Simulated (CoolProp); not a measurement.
Vapour-liquid equilibrium of ethane (1) + propane (2) at 3.78 bar; x and y are mole fractions of (1).

Computed with CoolProp (multi-fluid Helmholtz-energy mixture model, Bücker 2006 and Lemmon 2009; pair parameters Kunz 2012).

| x | bubble temperature, mixture model (K) | bubble temperature, Raoult's law (K) | y, mixture model | y, Raoult's law |
|---|---|---|---|---|
| 0.05 | 260.6 | 259.8 | 0.188 | 0.225 |
| 0.125 | 253.7 | 252.1 | 0.399 | 0.456 |
| 0.2 | 247.7 | 245.7 | 0.551 | 0.608 |
| 0.275 | 242.5 | 240.4 | 0.661 | 0.712 |
| 0.35 | 237.9 | 235.8 | 0.744 | 0.786 |
| 0.425 | 233.8 | 231.9 | 0.807 | 0.840 |
| 0.5 | 230.2 | 228.5 | 0.856 | 0.880 |
| 0.575 | 226.9 | 225.5 | 0.894 | 0.911 |
| 0.65 | 223.9 | 222.8 | 0.924 | 0.936 |
| 0.725 | 221.2 | 220.3 | 0.947 | 0.955 |
| 0.8 | 218.7 | 218.1 | 0.966 | 0.971 |
| 0.875 | 216.4 | 216.1 | 0.981 | 0.984 |
| 0.95 | 214.4 | 214.3 | 0.993 | 0.994 |

The largest gap from Raoult's law is +2.1 K in bubble temperature, at x = 0.35. No azeotrope shows between x = 0.05 and 0.95.

Pair parameters are fitted to limited data, so mixtures are less certain than the pure fluids.
